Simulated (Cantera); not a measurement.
Cantera run, input and output.

```python
import numpy as np
import cantera as ct

gas = ct.Solution("gri30.yaml")
gas.TPX = 1698, 2666, {'NO': 1, 'N2': 1.3}
reactor = ct.IdealGasConstPressureReactor(gas, energy="off", clone=False)
net = ct.ReactorNet([reactor])
net.rtol, net.atol = 1e-08, 1e-18
show = ['NO', 'NO2', 'O', 'N2', 'O2', 'N2O']
times = np.geomspace(8e-05, 100, 9)

steps = ct.SolutionArray(gas, extra=["t"])
rows = []
print(f"{'t/s':>10s}{'T/K':>9s}{'P/Pa':>11s}" + "".join(f"{s:>11s}" for s in show))
for t in times:
    while net.time < t:
        t_next = net.step()
        steps.append(gas.state, t=t_next)
    rows.append([np.interp(t, steps.t, y) for y in (steps.T, steps.P, *steps(*show).X.T)])
    print(f"{t:10.3e}{rows[-1][0]:9.1f}{rows[-1][1]:11.4g}" + "".join(f"{x:11.3e}" for x in rows[-1][2:]))
rate = np.gradient(steps.T, steps.t)
print("integrator steps:", len(steps.t))
if steps.T.max() > steps.T[0] + 200:
    print(f"time of steepest temperature rise: {steps.t[rate.argmax()]:.4e} s")
gas.TPX = 1698, 2666, {'NO': 1, 'N2': 1.3}
gas.equilibrate("TP")
print(f"equilibrium (TP): T = {gas.T:.1f} K  " + "  ".join(f"{s} {gas[s].X[0]:.3e}" for s in show))
```

Result:

```
       t/s      T/K       P/Pa         NO        NO2          O         N2         O2        N2O
 8.000e-05   1698.0       2666  4.348e-01  6.505e-11  3.535e-08  5.652e-01  4.479e-12  3.539e-08
 4.626e-04   1698.0       2666  4.348e-01  2.152e-09  2.029e-07  5.652e-01  1.488e-10  2.044e-07
 2.675e-03   1698.0       2666  4.348e-01  6.873e-08  1.125e-06  5.652e-01  4.897e-09  1.174e-06
 1.547e-02   1698.0       2666  4.348e-01  1.760e-06  5.333e-06  5.652e-01  1.746e-07  6.526e-06
 8.944e-02   1698.0       2666  4.347e-01  1.647e-05  1.643e-05  5.652e-01  1.089e-05  3.015e-05
 5.172e-01   1698.0       2666  4.343e-01  2.420e-05  2.239e-05  5.654e-01  2.008e-04  6.543e-05
 2.991e+00   1698.0       2666  4.318e-01  2.837e-05  2.483e-05  5.667e-01  1.445e-03  6.649e-05
 1.729e+01   1698.0       2666  4.173e-01  4.512e-05  3.454e-05  5.739e-01  8.634e-03  6.064e-05
 1.000e+02   1698.0       2666  3.413e-01  8.048e-05  6.331e-05  6.119e-01  4.662e-02  3.789e-05
integrator steps: 689
equilibrium (TP): T = 1698.0 K  NO 2.919e-03  NO2 1.517e-06  O 1.253e-04  N2 7.811e-01  O2 2.159e-01  N2O 2.773e-08
```

Computed with Cantera and GRI-Mech 3.0 (53 species, 325 reactions). Radical loss at walls, strong at low pressure, is not modelled.
